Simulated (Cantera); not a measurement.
Charge: 1 mol SiCl4, 3.7 mol H2, equilibrated at 1225 °C and 24.0 bar.

Cantera equilibrium calculation (NASA polynomials, part measured and part estimated; ideal gas, pure solids and liquids). Candidate condensed phases: Si; 19 gas species. The tables' values for SiCl3 are old estimates; treat these amounts as uncertain. Equilibrium is a limit: real reactors are often held back by kinetics, nucleation or transport.

Base state: H2 0.674, HCl 0.117, SiCl4 0.108, SiHCl3 0.0639, SiCl3 0.0192, SiCl2 0.0109, SiH2Cl2 0.00600, SiH3Cl 0.000165 (mole fractions); condensed: gas only.

What changes in the equilibrium state with this change: 0.16 mol Cl2 added?


| species | before | after |
|---|---|---|
| H2 | 0.674 | 0.643 |
| HCl | 0.117 | 0.155 |
| SiCl4 | 0.108 | 0.123 |
| SiCl2 | 0.0109 | 0.00679 |
| SiHCl3 | 0.0639 | 0.0527 |
| SiCl3 | 0.0192 | 0.0162 |
| SiH3Cl | 0.000165 | 7.12e-5 |
| SiH2Cl2 | 0.00600 | 0.00358 |

What changes in the equilibrium state with this change: SiCl4 replaced by Si?


```json
[
 {"species": "H2", "before": "0.674", "after": "1.000"},
 {"species": "SiH4", "before": "1.85e-6", "after": "2.46e-5"},
 {"species": "HCl", "before": "0.117", "after": "0"},
 {"species": "SiCl4", "before": "0.108", "after": "0"},
 {"species": "SiHCl3", "before": "0.0639", "after": "0"},
 {"species": "SiCl3", "before": "0.0192", "after": "0"},
 {"species": "SiCl2", "before": "0.0109", "after": "0"},
 {"species": "SiH2Cl2", "before": "0.00600", "after": "0"},
 {"species": "SiH3Cl", "before": "0.000165", "after": "0"},
 {"species": "Si(s), mol", "before": "0", "after": "1.000"}
]
```
Gases not in the tables: Si2H6 and higher silanes.

What changes in the equilibrium state with this change: temperature from 1225 °C to 700 °C?


| species | before | after |
|---|---|---|
| H2 | 0.674 | 0.759 |
| SiCl4 | 0.108 | 0.185 |
| HCl | 0.117 | 0.0285 |
| SiCl2 | 0.0109 | 9.62e-7 |
| SiCl3 | 0.0192 | 7.87e-5 |
| SiHCl3 | 0.0639 | 0.0276 |
| SiH3Cl | 0.000165 | 1.70e-6 |
| SiH2Cl2 | 0.00600 | 0.000431 |
